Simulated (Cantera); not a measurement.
An isothermal, constant-pressure homogeneous reactor starts with C₂H₆ : N₂ = 1 : 890 (molar parts), at 1275 K and 45000 Pa.

Model: GRI-Mech 3.0 (53 species, 325 reactions), integrated in Cantera. GRI-Mech 3.0 stops at C3 and has no aromatics, soot or wall deposition, so with more carbon than oxygen in the feed, carbon stays in small species such as C2H2 where larger ones or solid carbon would form.

One state of this run: x C₂H₆ = 3.98e-5; x C₂H = 1.45e-10; x CH₄ = 0.000115; x H₂ = 0.00129; x H = 1.58e-6; x C₂H₂ = 0.000326. x: mole fraction; the columns are a selection and need not sum to one.

**Question.** Which value of t (s) does it belong to?
(A) 0.00143
(B) 0.0756
(C) 0.204
(D) 0.0104

**Answer.** B, 0.0756
